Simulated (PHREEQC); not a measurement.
0.038 g of hydrous ferric oxide (600 m²/g; 0.2 weak and 0.005 strong sites per Fe, Dzombak-Morel constants, diffuse double layer) in 1 kg of water with 0.3 mol/kgw of an inert sodium salt and 9.5e-06 mol/kgw NiCl2, at 25 °C; the pH is set by adding NaOH or the inert anion's acid. Oxygen alone is held at its pressure in air (log pO2 = -0.68). No CO2 enters from the air. Precipitation was switched off in this run.

The series has 13 steps of pH, from 3 to 11.

Model: ion-association model, wateq4f.dat, run in PHREEQC.

Task: Near which pH is half of the Ni sorbed, and on which side is more sorbed?

Result: Near pH 7.5, with more sorbed at higher pH.

Along this series the solution becomes supersaturated in solids that the run did not let form, among them Ni(OH)2. Species that the database lacks are ignored. The oxide is taken as insoluble; below pH 4 it would dissolve.
